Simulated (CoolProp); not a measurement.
100 sccm (0 °C, 1 atm) of nitrogen bubbles through liquid water at 279 K and leaves saturated at a total pressure of 0.00497 MPa (ideal gas phase). Each further row changes one setting.

Computed with CoolProp (reference Helmholtz-energy equation of state, Wagner 2002).

```csv
case,vapour pressure (kPa),mole fraction of vapour,delivery (mg/min),delivery (sccm),change of delivery for a bath 1 K warmer (%)
as stated,0.926,[?],[?],22.9,[?]
bath temperature 284 K,1.30,[?],[?],35.4,[?]
total pressure 0.00994 MPa,0.926,[?],8.25,10.3,[?]
```

Question: Fill in the missing entries.

Answer: 
- as stated, mole fraction of vapour: 0.186
- as stated, delivery (mg/min): 18.4
- as stated, change of delivery for a bath 1 K warmer (%): 8.9
- bath temperature 284 K, mole fraction of vapour: 0.262
- bath temperature 284 K, delivery (mg/min): 28.5
- bath temperature 284 K, change of delivery for a bath 1 K warmer (%): 9.5
- total pressure 0.00994 MPa, mole fraction of vapour: 0.0931
- total pressure 0.00994 MPa, change of delivery for a bath 1 K warmer (%): 7.9
